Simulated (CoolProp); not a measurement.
Computed with CoolProp (reference Helmholtz-energy equation of state, Lemmon 2006). It is a short technical equation, of lower accuracy than the large ones.

### Question
For nitrous oxide, give the phase and the cv (kJ/(kg K)), speed of sound (m/s), Joule-Thomson coefficient (K/MPa), isothermal compressibility (1/MPa) at 500 K and 8.41 MPa.

### Answer
- 500 K and 8.41 MPa: supercritical; cv 0.878, speed of sound 333, Joule-Thomson coefficient 3.02, isothermal compressibility 0.126
